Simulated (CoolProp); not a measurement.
Model: reference Helmholtz-energy equation of state, Lemmon 2005, in CoolProp. It is a short technical equation, of lower accuracy than the large ones.

Problem. For cis-2-butene, give the phase and the density (kg/m³), cp (kJ/(kg K)), expansivity (1/kK) at 46.75 °C and 8.15 bar; 46.75 °C and 14.7 bar.

Solution. 
- 46.75 °C and 8.15 bar: liquid; density 589, cp 2.35, expansivity 2.20
- 46.75 °C and 14.7 bar: liquid; density 591, cp 2.34, expansivity 2.16
